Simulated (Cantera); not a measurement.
Mixture: CO : H2 : CH4 : O2 : N2 : H2O = 1 : 0.078 : 0.3 : 2.23 : 11.8 : 3.3 (molar parts), at 1.01 bar, adiabatic and at constant pressure. Ignition delay is the time to a rise of 400 K.

Model: GRI-Mech 3.0 (53 species, 325 reactions), integrated in Cantera. Where the delays flatten at high temperature, the 400 K rule measures the pace of heat release, not the induction time.

What does this change do: pressure from 1.01 bar to 1.40 bar?


| quantity | before | after |
|---|---|---|
| delay at 1298 K | 1.48 ms | 1.19 ms |
| delay at 1348 K | 1.02 ms | 0.811 ms |
| delay at 1398 K | 0.729 ms | 0.571 ms |
| delay at 1448 K | 0.537 ms | 0.414 ms |
| delay at 1498 K | 0.409 ms | 0.309 ms |
| delay at 1548 K | 0.321 ms | 0.238 ms |
| delay at 1598 K | 0.260 ms | 0.188 ms |
| apparent activation energy between 1498 and 1598 K | 90 kJ/mol | 99 kJ/mol |

What does this change do: pressure from 1.01 bar to 5.00 bar?


| quantity | before | after |
|---|---|---|
| delay at 1298 K | 1.48 ms | 0.579 ms |
| delay at 1348 K | 1.02 ms | 0.372 ms |
| delay at 1398 K | 0.729 ms | 0.248 ms |
| delay at 1448 K | 0.537 ms | 0.170 ms |
| delay at 1498 K | 0.409 ms | 0.120 ms |
| delay at 1548 K | 0.321 ms | 86.2 µs |
| delay at 1598 K | 0.260 ms | 63.7 µs |
| apparent activation energy between 1498 and 1598 K | 90 kJ/mol | 130 kJ/mol |

What does this change do: constant volume in place of constant pressure?


| quantity | before | after |
|---|---|---|
| delay at 1298 K | 1.48 ms | 1.40 ms |
| delay at 1348 K | 1.02 ms | 0.963 ms |
| delay at 1398 K | 0.729 ms | 0.683 ms |
| delay at 1448 K | 0.537 ms | 0.497 ms |
| delay at 1498 K | 0.409 ms | 0.372 ms |
| delay at 1548 K | 0.321 ms | 0.285 ms |
| delay at 1598 K | 0.260 ms | 0.224 ms |
| apparent activation energy between 1498 and 1598 K | 90 kJ/mol | 100 kJ/mol |
